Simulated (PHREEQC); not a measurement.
PHREEQC input (Pitzer model, pitzer.dat):

```
SOLUTION 1
  temp 40
  units mol/kgw
  pH 7 charge
  S(6) 0.36
  K 0.812
  Cl 0.092
END
USE solution 1
INCREMENTAL_REACTIONS false
REACTION 1
  H2O -1
  0 9.886 18.011 24.689 30.178 34.689 38.397 41.444
  43.949 46.007 47.699 49.089 50.232 51.172 51.944 52.578
  53.1 53.528 53.88 54.17 54.408 54.603 54.764 54.896
  55.005 55.094 55.168 55.228 moles
EQUILIBRIUM_PHASES 1
  Arcanite 0 0
  Misenite 0 0
  Sylvite 0 0
SELECTED_OUTPUT 1
  -reset false
  -pH true
  -pe true
  -ionic_strength true
  -water true
  -activities H2O
  -totals Cl K S
  -molalities H+ K+ Cl- SO4-2 OH- HSO4-
  -equilibrium_phases Arcanite Misenite Sylvite
PRINT
  -reset false
END
```

Selected output (columns that matter, 26 of 28 rows; water left (kg) added in front):

```
water left (kg)	pH	mu	Cl	K	S	m_H+	m_K+	m_Cl-	m_SO4-2	m_OH-	la_H2O	Arcanite	Sylvite
1	7.2174	1.172	0.092	0.812	0.36	1.3386e-07	0.812	0.092	0.36	7.1393e-07	-0.0071812	0	0
0.821894	7.2404	1.426	0.11194	0.98796	0.43801	1.2963e-07	0.98796	0.11194	0.43801	7.4947e-07	-0.0086244	0	0
0.675514	7.2652	1.735	0.13619	1.202	0.53293	1.2313e-07	1.202	0.13619	0.53293	7.8609e-07	-0.01037	0	0
0.555203	7.2924	2.1109	0.16571	1.4625	0.64841	1.1357e-07	1.4625	0.16571	0.64841	8.2467e-07	-0.012495	0	0
0.456313	7.3015	2.2864	0.20162	1.5915	0.69494	1.0826e-07	1.5915	0.20162	0.69494	8.3519e-07	-0.013688	0.042888	0
0.375043	7.2952	2.2828	0.24531	1.6036	0.67917	1.0765e-07	1.6036	0.24531	0.67916	8.2264e-07	-0.014057	0.10528	0
0.30824	7.2875	2.2797	0.29847	1.6193	0.6604	1.0693e-07	1.6193	0.29847	0.6604	8.0748e-07	-0.014514	0.15644	0
0.208215	7.2666	2.2784	0.44185	1.6662	0.61218	1.0513e-07	1.6662	0.44185	0.61218	7.6739e-07	-0.015789	0.23253	0
0.171138	7.2527	2.2835	0.53758	1.7015	0.58196	1.0403e-07	1.7015	0.53758	0.58196	7.4138e-07	-0.016677	0.2604	0
0.140655	7.2356	2.296	0.65408	1.7487	0.54731	1.0279e-07	1.7487	0.65408	0.54731	7.1065e-07	-0.017797	0.28302	0
0.115613	7.2151	2.3206	0.79576	1.8123	0.50827	1.0143e-07	1.8123	0.79576	0.50827	6.7483e-07	-0.019218	0.30124	0
0.0950203	7.1906	2.3637	0.96821	1.8985	0.46516	9.9966e-08	1.8985	0.96821	0.46516	6.3369e-07	-0.021035	0.3158	0
0.0780853	7.1616	2.4344	1.1782	2.0156	0.41872	9.8401e-08	2.0156	1.1782	0.41872	5.8746e-07	-0.023371	0.3273	0
0.0641769	7.1281	2.5441	1.4335	2.1739	0.3702	9.6722e-08	2.1739	1.4335	0.3702	5.3692e-07	-0.026383	0.33624	0
0.0527548	7.0903	2.7071	1.7439	2.386	0.32105	9.4854e-08	2.386	1.7439	0.32105	4.8335e-07	-0.030271	0.34306	0
0.0433504	7.0487	2.9401	2.1222	2.6675	0.27262	9.2633e-08	2.6675	2.1222	0.27262	4.2819e-07	-0.035305	0.34818	0
0.0356396	7.0046	3.2605	2.5814	3.0341	0.22636	8.9825e-08	3.0341	2.5814	0.22636	3.7335e-07	-0.041785	0.35193	0
0.0292979	6.959	3.6895	3.1402	3.5064	0.1831	8.6134e-08	3.5064	3.1402	0.1831	3.2011e-07	-0.050139	0.35464	0
0.0240733	6.9131	4.2521	3.8217	4.1086	0.14347	8.1282e-08	4.1086	3.8217	0.14347	2.6952e-07	-0.060925	0.35655	0
0.0162724	6.8389	5.5849	5.3251	5.4983	0.086619	7.0123e-08	5.4983	5.3251	0.086618	1.927e-07	-0.08666	0.35859	0.0053482
0.0133718	6.8389	5.5849	5.3251	5.4983	0.086619	7.0123e-08	5.4983	5.3251	0.086618	1.927e-07	-0.08666	0.35884	0.020794
0.0109937	6.8389	5.5849	5.3251	5.4983	0.086619	7.0123e-08	5.4983	5.3251	0.086618	1.927e-07	-0.08666	0.35905	0.033458
0.00902993	6.8389	5.5849	5.3251	5.4983	0.086619	7.0123e-08	5.4983	5.3251	0.086618	1.927e-07	-0.08666	0.35922	0.043915
0.00742651	6.8389	5.5849	5.3251	5.4983	0.086619	7.0123e-08	5.4983	5.3251	0.086618	1.927e-07	-0.08666	0.35936	0.052453
0.00609332	6.8389	5.5849	5.3251	5.4983	0.086619	7.0123e-08	5.4983	5.3251	0.086618	1.927e-07	-0.08666	0.35947	0.059553
0.00501236	6.8389	5.5849	5.3251	5.4983	0.086619	7.0123e-08	5.4983	5.3251	0.086618	1.927e-07	-0.08666	0.35957	0.065309
```

Complexes and solids missing from the database can't appear. At this temperature some constants are extrapolated from 25 °C, and those without enthalpy data are left unchanged.
